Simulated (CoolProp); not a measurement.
R404A along the isotherm 79.75 °C: Z from the reference equation and from simpler models built on Tc = 72.1 °C, pc = 3735 kPa, ω = 0.293; each cubic takes its own stable root.

Computed with CoolProp (reference Helmholtz-energy equation of state, Lemmon 2003). It is a pseudo-pure fit of the blend.

```
p (kPa)  phase  reference
-------  -----  ---------
124        gas     0.9887
249        gas     0.9772
373        gas     0.9657
498        gas     0.9539
622        gas     0.9420
747        gas     0.9298
871        gas     0.9175
996        gas     0.9049
1120       gas     0.8922
1240       gas     0.8798
1370       gas     0.8660
1490       gas     0.8530
1620       gas     0.8387
1740       gas     0.8252
1870       gas     0.8102
```

Problem. How far does each simpler model (Soave-Redlich-Kwong, Peng-Robinson) lie from the reference over these 15 states: mean and median of the absolute difference, and the worst?

Solution. 
- Soave-Redlich-Kwong: mean 0.7 %, median 0.7 %, worst +1.5 % at 79.75 °C and 1870 kPa
- Peng-Robinson: mean 0.4 %, median 0.4 %, worst -0.7 % at 79.75 °C and 1870 kPa
